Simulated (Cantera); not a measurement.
A perfectly stirred reactor is fed with C3H8 : O2 : N2 : H2O = 1 : 5 : 18.8 : 5.3 (molar parts), equivalence ratio 1.0, at 8.09 atm; it is adiabatic with a 525 K inlet, and is followed from long to short residence time, starting on the burning branch (τ in s: 0.13, 0.062, 0.03, 0.014, 0.0068, 0.0033, 0.0016, 0.00075, 0.00036, 0.00017, 8.2e-05, 3.9e-05, 1.9e-05).

Model: GRI-Mech 3.0 (53 species, 325 reactions), integrated in Cantera. GRI-Mech 3.0 was tuned for natural gas; its chemistry of propane as a main component is partial and can be far from experiment.

Question: What does this change do: inlet temperature 525 to 650 K?

Answer: 
```
quantity                                                                      before                               after
------------------------------------------------  ----------------------------------  ----------------------------------
blow-out, bracketed by the residence times tried  burning at 82.0 µs, out at 39.0 µs  burning at 39.0 µs, out at 19.0 µs
x(C3H8) at τ = 0.130 s                                                       4.54e-8                             3.08e-8
x(O2) at τ = 0.130 s                                                         0.00223                             0.00285
x(H2O) at τ = 0.130 s                                                          0.295                               0.294
x(CH2CO) at τ = 0.130 s                                                      1.14e-7                             5.95e-8
x(NO) at τ = 0.130 s                                                        0.000459                            0.000899
x(C3H8) at τ = 1.60 ms                                                       2.80e-6                             2.04e-6
x(O2) at τ = 1.60 ms                                                         0.00590                             0.00617
x(H2O) at τ = 1.60 ms                                                          0.290                               0.290
x(CH2CO) at τ = 1.60 ms                                                      4.91e-6                             3.28e-6
x(NO) at τ = 1.60 ms                                                        0.000113                            0.000177
```
